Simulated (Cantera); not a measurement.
# Thermodynamics of aluminium and copper etching, feed Al + HBr

Feed: 1 mol Al, a varied amount of HBr, held at 977 °C and 0.0940 bar.

Cantera equilibrium calculation (NASA polynomials, part measured and part estimated; ideal gas, pure solids and liquids). Candidate condensed phases: Al, AlBr3, Br2; 11 gas species. Kinetics and transport are ignored.

From 1.4 mol HBr to 1.9 mol HBr the condensed part is Al(l). From 2.6 mol HBr to 20 mol HBr nothing is condensed. The main Al-bearing gas is AlBr3 throughout.

| n(HBr) (mol) | x HBr | x H2 | x AlBr3 | x AlBr | x Br | x Br2 | x Al2Br6 | n Al(l) |
|---|---|---|---|---|---|---|---|---|
| 1.4 | 0.00104 | 0.536 | 0.305 | 0.157 | 7.01e-7 | 1.24e-11 | 2.97e-5 | 0.397 |
| 1.9 | 0.00104 | 0.536 | 0.305 | 0.157 | 7.01e-7 | 1.24e-11 | 2.97e-5 | 0.182 |
| 2.6 | 0.00153 | 0.564 | 0.347 | 0.0877 | 1.00e-6 | 2.53e-11 | 3.83e-5 | 0 |
| 3.4 | 0.138 | 0.517 | 0.345 | 9.81e-6 | 9.43e-5 | 2.24e-7 | 3.79e-5 | 0 |
| 4.6 | 0.390 | 0.366 | 0.244 | 6.14e-7 | 0.000317 | 2.54e-6 | 1.90e-5 | 0 |
| 6.2 | 0.561 | 0.263 | 0.175 | 1.54e-7 | 0.000538 | 7.29e-6 | 9.80e-6 | 0 |
| 8.3 | 0.678 | 0.193 | 0.128 | 5.61e-8 | 0.000761 | 1.46e-5 | 5.23e-6 | 0 |
| 11 | 0.760 | 0.143 | 0.0952 | 2.47e-8 | 0.000989 | 2.47e-5 | 2.89e-6 | 0 |
| 15 | 0.826 | 0.104 | 0.0689 | 1.10e-8 | 0.00126 | 4.00e-5 | 1.51e-6 | 0 |
| 20 | 0.869 | 0.0777 | 0.0512 | 5.51e-9 | 0.00154 | 5.94e-5 | 8.37e-7 | 0 |
x: gas mole fraction; n: condensed amount in mol.
